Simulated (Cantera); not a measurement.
Cantera run:

```python
import numpy as np
import cantera as ct

gas_names = """
    Fe FeO Fe(OH)2 H HO2 H2 H2O H2O2 H2S H2SO4 O OH O2 O3 S SH SO SO2 SO3 S2 S2O S8
""".split()
cond_names = """
    Fe(a) Fe(c) Fe(d) Fe(L) FeO(s) FeO(L) Fe(OH)2(s) Fe(OH)3(s) FeS(a) FeS(b) FeS(c) FeS(L) FeSO4(s)
    FeS2(s) Fe2O3(s) Fe2S3O12(s) Fe3O4(s) H2O(s) H2O(L) H2SO4(L) S(cr1) S(cr2) S(L)
""".split()


# ... load() reads the species with a 1 bar reference pressure and builds the phases ...
atoms = {
    'FeS': {'Fe': 1, 'S': 1},
    'O2': {'O': 2},
    'H2O': {'H': 2, 'O': 1},
}
top_T = {'FeSO4(s)': 950, 'FeS2(s)': 1010, 'Fe2O3(s)': 1830, 'Fe2S3O12(s)': 1100, 'Fe3O4(s)': 1870}  # K; cautious upper limits of use, not melting points


# ... equilibrate(T, P, feed) seeds the gas with the atoms and calls Mixture.equilibrate('TP', solver="vcs", rtol=1e-11, max_steps=5000) ...
results = []
feed = {'FeS': 1, 'O2': 0.6, 'H2O': 0.05}  # mol
P = 100000  # Pa
for T in [725, 825, 925, 1025, 1125, 1225, 1325, 1425, 1525, 1625]:
    mix = equilibrate(T, P, feed)
    results.append((T, P, feed, dict(zip(mix.species_names, mix.species_moles))))
    x = sorted(zip(gas.X, gas.species_names), reverse=True)
    print(f"T = {T:g} K  P = {P:g} Pa  gas = {mix.phase_moles(0):.4g} mol")
    print("   x: " + "  ".join(f"{s} {v:.3e}" for v, s in x if v > 0.0001))
    print("   condensed (mol): " + ("  ".join(f"{mix.phase(i).name} {mix.phase_moles(i):.4g}"
          for i in range(1, mix.n_phases) if mix.phase_moles(i) > 1e-12) or "none"))
```

It prints:

```
T = 725 K  P = 100000 Pa  gas = 0.25 mol
   x: SO2 7.998e-01  H2O 1.996e-01  H2S 4.138e-04  S2 1.810e-04
   condensed (mol): FeS2(s) 0.3999  Fe3O4(s) 0.2
T = 825 K  P = 100000 Pa  gas = 0.2504 mol
   x: SO2 7.972e-01  H2O 1.979e-01  S2 2.427e-03  H2S 1.790e-03  S2O 6.286e-04
   condensed (mol): FeS2(s) 0.3992  Fe3O4(s) 0.2003
T = 925 K  P = 100000 Pa  gas = 0.411 mol
   x: SO2 8.611e-01  H2O 1.188e-01  S2 1.482e-02  H2S 2.779e-03  S2O 2.385e-03
   condensed (mol): FeS(c) 0.6308  Fe3O4(s) 0.1231
T = 1025 K  P = 100000 Pa  gas = 0.4118 mol
   x: SO2 8.511e-01  H2O 1.182e-01  S2 2.420e-02  S2O 3.261e-03  H2S 3.000e-03  H2 1.849e-04
   condensed (mol): FeS(c) 0.6257  Fe3O4(s) 0.1248
T = 1125 K  P = 100000 Pa  gas = 0.4127 mol
   x: SO2 8.383e-01  H2O 1.175e-01  S2 3.618e-02  S2O 4.205e-03  H2S 3.208e-03  H2 4.137e-04  SO 1.337e-04
   condensed (mol): FeS(c) 0.6193  Fe3O4(s) 0.1269
T = 1225 K  P = 100000 Pa  gas = 0.414 mol
   x: SO2 8.232e-01  H2O 1.166e-01  S2 5.045e-02  S2O 5.171e-03  H2S 3.392e-03  H2 8.148e-04  SO 4.157e-04
   condensed (mol): FeS(c) 0.6116  Fe3O4(s) 0.1295
T = 1325 K  P = 100000 Pa  gas = 0.4154 mol
   x: SO2 8.060e-01  H2O 1.153e-01  S2 6.644e-02  S2O 6.115e-03  H2S 3.546e-03  H2 1.451e-03  SO 1.084e-03
   condensed (mol): FeS(c) 0.6029  Fe3O4(s) 0.1324
T = 1425 K  P = 100000 Pa  gas = 0.4171 mol
   x: SO2 7.872e-01  H2O 1.137e-01  S2 8.340e-02  S2O 6.994e-03  H2S 3.659e-03  SO 2.456e-03  H2 2.379e-03  SH 1.668e-04
   condensed (mol): FeS(c) 0.5936  Fe3O4(s) 0.1355
T = 1525 K  P = 100000 Pa  gas = 0.4689 mol
   x: SO2 7.675e-01  S2 1.121e-01  H2O 9.952e-02  S2O 8.437e-03  SO 5.110e-03  H2S 3.600e-03  H2 3.334e-03  SH 3.453e-04
   condensed (mol): FeO(s) 0.4772  FeS(L) 0.5228
T = 1625 K  P = 100000 Pa  gas = 0.474 mol
   x: SO2 7.384e-01  S2 1.369e-01  H2O 9.654e-02  SO 9.487e-03  S2O 9.428e-03  H2 4.865e-03  H2S 3.738e-03  SH 6.605e-04
   condensed (mol): FeO(s) 0.4953  FeS(L) 0.5047
```

Method: chemical equilibrium by Gibbs-energy minimisation in Cantera with the NASA 1993 tables (ideal gas, pure condensed phases). Metal and sulfide melt together well below either melting point, which pure phases cannot show. Mutual solubility and eutectic melting of coexisting phases are not modelled. The tables' stoichiometric FeO is somewhat more stable than real wüstite, so its field is too wide. FeO, FeS: taken at fixed stoichiometry. Gases not in the tables: S3 to S7.
